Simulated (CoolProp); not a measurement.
Vapour pressure (MPa) of nitrogen: the reference equation beside estimates from Tc = -147.0 °C, pc = 3.396 MPa, ω = 0.037. Clausius-Clapeyron is anchored at -192.55 °C with a constant enthalpy of vaporisation of 5.459 kJ/mol.

The numbers come from the reference Helmholtz-energy equation of state, Span 2000 in CoolProp.

```json
[
 {"T (°C)": "-192.55", "reference": "0.1461", "Clausius-Clapeyron": "0.1461", "Peng-Robinson": "0.1474"},
 {"T (°C)": "-190.45", "reference": "0.1822", "Clausius-Clapeyron": "0.1797", "Peng-Robinson": "(withheld)"},
 {"T (°C)": "-188.35", "reference": "0.2245", "Clausius-Clapeyron": "(withheld)", "Peng-Robinson": "0.2257"},
 {"T (°C)": "-186.25", "reference": "0.2737", "Clausius-Clapeyron": "(withheld)", "Peng-Robinson": "0.2750"},
 {"T (°C)": "-184.15", "reference": "0.3306", "Clausius-Clapeyron": "0.3152", "Peng-Robinson": "0.3318"},
 {"T (°C)": "-182.05", "reference": "(withheld)", "Clausius-Clapeyron": "(withheld)", "Peng-Robinson": "0.3968"},
 {"T (°C)": "-180.05", "reference": "0.4658", "Clausius-Clapeyron": "0.4361", "Peng-Robinson": "0.4671"},
 {"T (°C)": "-177.95", "reference": "0.5489", "Clausius-Clapeyron": "0.5095", "Peng-Robinson": "(withheld)"},
 {"T (°C)": "-175.85", "reference": "0.6422", "Clausius-Clapeyron": "0.5913", "Peng-Robinson": "0.6439"},
 {"T (°C)": "-173.75", "reference": "0.7464", "Clausius-Clapeyron": "0.6819", "Peng-Robinson": "0.7486"},
 {"T (°C)": "-171.65", "reference": "0.8623", "Clausius-Clapeyron": "0.7818", "Peng-Robinson": "0.8650"},
 {"T (°C)": "-169.55", "reference": "0.9905", "Clausius-Clapeyron": "(withheld)", "Peng-Robinson": "0.9941"},
 {"T (°C)": "-167.55", "reference": "(withheld)", "Clausius-Clapeyron": "1.005", "Peng-Robinson": "1.129"},
 {"T (°C)": "-165.45", "reference": "1.280", "Clausius-Clapeyron": "1.134", "Peng-Robinson": "1.285"}
]
```

Q: Fill in the missing entries.

A: 
- -190.45, Peng-Robinson: 0.1834
- -188.35, Clausius-Clapeyron: 0.2187
- -186.25, Clausius-Clapeyron: 0.2637
- -182.05, reference: 0.3956
- -182.05, Clausius-Clapeyron: 0.3736
- -177.95, Peng-Robinson: 0.5504
- -169.55, Clausius-Clapeyron: 0.8913
- -167.55, reference: 1.125

Absolute difference from the reference over all 14 rows, mean and median: Clausius-Clapeyron 6.4 and 6.8 %, Peng-Robinson 0.4 and 0.4 %.
